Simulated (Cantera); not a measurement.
An isothermal plug-flow reactor at 673 K and 0.380 bar (inlet), inlet velocity 1.6 m/s, active area per volume 1200 1/m; feed H2 : O2 : N2 : H2O = 0.012 : 0.096 : 0.79 : 0.03 (molar parts), equivalence ratio 0.062.

Cantera simulation using Deutschmann's 1995 Pt surface mechanism with GRI-Mech 3.0 gas chemistry; the numbers are that mechanism's predictions, not measurements. Catalytic surfaces can have several steady states; this one follows from the mechanism file's or the stated starting coverage. Mass transfer to the wall is taken as infinitely fast.

x: gas mole fraction; θ: surface coverage.

```csv
z (m),x H2,x O2,x H2O,θ free Pt,θ O*,θ OH*
6.6e-05,0.00964,0.102,0.0357,0.166,0.823,0.0108
0.00014,0.00748,0.101,0.0379,0.130,0.860,0.00988
0.00031,0.00491,0.0998,0.0405,0.0865,0.905,0.00842
0.00066,…,0.0989,0.0426,…,0.942,…
0.0014,…,0.0983,0.0440,…,0.967,…
0.0031,0.000672,0.0979,0.0449,0.0151,0.981,0.00377
0.0066,0.000255,0.0977,0.0453,0.00973,0.987,0.00305
```

Problem. Complete the blanks.

Solution. 
- 0.00066, x H2: 0.00286
- 0.00066, θ free Pt: 0.0512
- 0.00066, θ OH*: 0.00670
- 0.0014, x H2: 0.00149
- 0.0014, θ free Pt: 0.0280
- 0.0014, θ OH*: 0.00507
